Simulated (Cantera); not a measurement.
Feed: 1 mol SiCl4, 0.77 mol HCl, 43 mol N2, held at 1298.15 K and 3.08 Torr.

Equilibrium computed with Cantera from the NASA thermochemical tables; the gas is ideal and each condensed phase is pure. Candidate condensed phases: NH4Cl, Si, Si3N4; 28 gas species. The tables' values for SiCl3 are old estimates; treat these amounts as uncertain. Kinetics and transport are ignored.

**Question.** What is the equilibrium state?

**Answer.** 
- x(N2) = 0.960
- x(SiCl4) = 0.0221
- x(HCl) = 0.0172
- x(Cl) = 0.000286
- x(SiCl3) = 0.000254
- x(SiCl2) = 1.74e-5
- x(Cl2) = 2.24e-6
- gas amount = 44.78 mol
- log10 activity of Si(s) (absent) = -7.79
